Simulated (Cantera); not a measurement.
A closed system holds: 1 mol AlN, 0.11 mol H₂, equilibrated at 100000 Pa.

These are equilibrium values from Cantera (NASA tables, ideal gas, pure condensed phases), not measurements of a reactor. Candidate condensed phases: Al, AlN; 13 gas species. Rates play no part.

Problem. What share of the Al ends up in condensed phases as a function of T (K), at 1473, 1673, 1873, 2073, 2273, 2473, 2673, 2873, 3073?

Solution. 
| T (K) | Al condensed (%) | as |
|---|---|---|
| 1473 | 100.0 | AlN(s) |
| 1673 | 100.0 | AlN(s) |
| 1873 | 100.0 | AlN(s) |
| 2073 | 100.0 | AlN(s) |
| 2273 | 99.8 | AlN(s) |
| 2473 | 98.3 | AlN(s) |
| 2673 | 66.4 | AlN(s) |
| 2873 | 0.0 | - |
| 3073 | 0.0 | - |
